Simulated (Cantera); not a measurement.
An isothermal, constant-pressure homogeneous reactor starts with C2H6 : N2 = 1 : 6.7 (molar parts), at 1425 K and 1.95 Torr. Integrator tolerance rtol = 1e-08.

Detailed kinetics in Cantera: GRI-Mech 3.0 (53 species, 325 reactions). GRI-Mech 3.0 stops at C3 and has no aromatics, soot or wall deposition, so with more carbon than oxygen in the feed, carbon stays in small species such as C2H2 where larger ones or solid carbon would form. Radical loss at walls, strong at low pressure, is not modelled.

**Question.** What does this change do: pressure from 1.95 Torr to 0.500 bar?

**Answer.** 
| quantity | before | after |
|---|---|---|
| x(C2H6) at 7.00 s | 2.95e-6 (gas-phase equilibrium 1.64e-10) | 7.55e-6 (gas-phase equilibrium 4.12e-6) |
| x(H) at 7.00 s | 1.68e-5 (gas-phase equilibrium 6.11e-5) | 3.71e-6 (gas-phase equilibrium 4.14e-6) |
| x(C2H) at 7.00 s | 1.12e-8 (gas-phase equilibrium 2.00e-8) | 2.24e-9 (gas-phase equilibrium 1.35e-9) |
| x(C2H2) at 7.00 s | 0.0839 (gas-phase equilibrium 0.0583) | 0.0885 (gas-phase equilibrium 0.0512) |
| x(CH3) at 7.00 s | 0.000106 (gas-phase equilibrium 6.94e-7) | 1.15e-5 (gas-phase equilibrium 7.94e-6) |
| x(CH2) at 7.00 s | 8.81e-9 (gas-phase equilibrium 1.54e-10) | 1.89e-10 (gas-phase equilibrium 1.35e-10) |

**Question.** What does this change do: temperature 1425 to 1275 K?

**Answer.** 
```tsv
quantity	before	after
x(C2H6) at 7.00 s	2.95e-6 (gas-phase equilibrium 1.64e-10)	6.94e-6 (gas-phase equilibrium 4.65e-9)
x(H) at 7.00 s	1.68e-5 (gas-phase equilibrium 6.11e-5)	2.72e-6 (gas-phase equilibrium 6.59e-6)
x(C2H) at 7.00 s	1.12e-8 (gas-phase equilibrium 2.00e-8)	4.37e-10 (gas-phase equilibrium 7.34e-10)
x(C2H2) at 7.00 s	0.0839 (gas-phase equilibrium 0.0583)	0.0535 (gas-phase equilibrium 0.0629)
x(CH3) at 7.00 s	0.000106 (gas-phase equilibrium 6.94e-7)	1.87e-5 (gas-phase equilibrium 5.60e-7)
x(CH2) at 7.00 s	8.81e-9 (gas-phase equilibrium 1.54e-10)	2.42e-10 (gas-phase equilibrium 1.05e-11)
```

**Question.** What does this change do: temperature 1425 to 1850 K?

**Answer.** 
```csv
quantity,before,after
x(C2H6) at 7.00 s,2.95e-6 (gas-phase equilibrium 1.64e-10),9.55e-11 (gas-phase equilibrium <1e-12)
x(H) at 7.00 s,1.68e-5 (gas-phase equilibrium 6.11e-5),0.00362 (gas-phase equilibrium 0.00480)
x(C2H) at 7.00 s,1.12e-8 (gas-phase equilibrium 2.00e-8),1.96e-5 (gas-phase equilibrium 1.21e-5)
x(C2H2) at 7.00 s,0.0839 (gas-phase equilibrium 0.0583),0.103 (gas-phase equilibrium 0.0477)
x(CH3) at 7.00 s,0.000106 (gas-phase equilibrium 6.94e-7),2.00e-5 (gas-phase equilibrium 9.91e-7)
x(CH2) at 7.00 s,8.81e-9 (gas-phase equilibrium 1.54e-10),4.12e-7 (gas-phase equilibrium 2.74e-8)
```
